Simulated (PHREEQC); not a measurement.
Make-up at 20 °C: 0.035 mol NaHCO3, 0.0014 mol Na2SO4 and 0.004 mol KCl per kg of water. Closed to the air; pH follows from the charge balance.

Equilibrium calculation in PHREEQC: Pitzer model, pitzer.dat.

| quantity | before | after |
|---|---|---|
| pH | 8.19 | 8.17 |
| ionic strength (mol/kgw) | 0.0437 | 0.0605 |
| CO2 (mol/kgw) | 0.000483 | 0.000488 |
| CO3-2 (mol/kgw) | 0.000481 | 0.000487 |
| SI of Mirabilite (Na2SO4:10H2O) | -4.76 | -3.91 |

Question: Which change was made?
A) Na2SO4 from 0.0014 to 0.00126 mol/kgw
B) KCl from 0.004 to 0.002 mol/kgw
C) diluted 2-fold with water
D) temperature from 20 to 15 °C
E) Na2SO4 from 0.0014 to 0.007 mol/kgw

Answer: E, Na2SO4 from 0.0014 to 0.007 mol/kgw

This is a speciation only: nothing precipitates in the calculation.
